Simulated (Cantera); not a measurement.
An isothermal, constant-pressure homogeneous reactor starts with H2 : O2 : H2O = 0.061 : 1 : 0.0058 (molar parts), equivalence ratio 0.030, at 1275 K and 570 Pa.

Detailed kinetics in Cantera: the H2/O2 subset of GRI-Mech 3.0, which has no nitrogen chemistry. Radical loss at walls, strong at low pressure, is not modelled. The temperature is held fixed by assumption; the heat of reaction is taken as removed at once.

x: mole fraction; the columns are a selection and need not sum to one.

```tsv
t (s)	x H2	x O2	x HO2	x H	x O
0.000200	0.0572	0.937	1.60e-8	[?]	1.20e-8
0.000796	0.0572	0.937	6.39e-8	[?]	2.92e-7
0.00317	0.0495	0.932	1.06e-6	[?]	0.00367
0.0126	0.00115	0.893	1.39e-6	[?]	0.0377
0.0502	0.00100	0.899	1.35e-6	[?]	0.0321
0.200	0.000586	0.915	1.16e-6	[?]	0.0180
0.796	0.000130	0.931	6.11e-7	[?]	0.00384
3.17	1.27e-5	0.935	1.35e-7	[?]	0.000370
12.6	1.28e-6	0.935	2.36e-8	[?]	3.75e-5
50.2	1.89e-7	0.936	1.32e-8	[?]	5.54e-6
200	5.56e-8	0.936	1.89e-8	[?]	1.63e-6
```

Task: Some entries are withheld; supply them.

Result: 
- 0.000200, x H: 1.03e-8
- 0.000796, x H: 1.48e-7
- 0.00317, x H: 0.00185
- 0.0126, x H: 0.00891
- 0.0502, x H: 0.00703
- 0.200, x H: 0.00299
- 0.796, x H: 0.000298
- 3.17, x H: 8.96e-6
- 12.6, x H: 2.89e-7
- 50.2, x H: 1.64e-8
- 200, x H: 2.63e-9
